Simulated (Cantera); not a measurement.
**Hydrogen reduction and annealing atmospheres: PbS + H2 + N2**

Feed: 1 mol PbS, 250 mol H2, 2.3 mol N2, held at 6.45 Torr.

Cantera equilibrium calculation (NASA polynomials, part measured and part estimated; ideal gas, pure solids and liquids). Candidate condensed phases: Pb, PbS, S; 18 gas species. Gases not in the tables: S3 to S7. The numbers say what is thermodynamically allowed, not how fast it happens.

| T (K) | x H2 | x H | x N2 | x Pb |
|---|---|---|---|---|
| 1148 | 0.984 | 7.66e-7 | 0.00908 | 0.00269 |
| 1248 | 0.984 | 5.00e-6 | 0.00908 | 0.00290 |
| 1348 | 0.984 | 2.47e-5 | 0.00908 | 0.00307 |
| 1448 | 0.984 | 9.86e-5 | 0.00908 | 0.00322 |
| 1548 | 0.983 | 0.000329 | 0.00908 | 0.00336 |
| 1648 | 0.983 | 0.000952 | 0.00907 | 0.00349 |
| 1748 | 0.981 | 0.00244 | 0.00906 | 0.00361 |
| 1848 | 0.978 | 0.00565 | 0.00904 | 0.00370 |
| 1948 | 0.972 | 0.0120 | 0.00901 | 0.00377 |
| 2048 | 0.960 | 0.0237 | 0.00896 | 0.00380 |
| 2148 | 0.940 | 0.0436 | 0.00886 | 0.00380 |
x: gas mole fraction; nothing condenses.

From 1148 K to 2148 K nothing is condensed. The main Pb-bearing gas is Pb throughout.
